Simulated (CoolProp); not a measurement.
Computed with CoolProp (reference Helmholtz-energy equation of state, Jacobsen 1992).

Q: For R11, give the phase and the cv (kJ/(kg K)), speed of sound (m/s), Joule-Thomson coefficient (K/MPa), isothermal compressibility (1/MPa) at 500 K and 2.4 MPa; 500 K and 4.81 MPa.

A: 
- 500 K and 2.4 MPa: gas; cv 0.639, speed of sound 157, Joule-Thomson coefficient 11.3, isothermal compressibility 0.515
- 500 K and 4.81 MPa: supercritical; cv 0.684, speed of sound 123, Joule-Thomson coefficient 14.0, isothermal compressibility 0.435
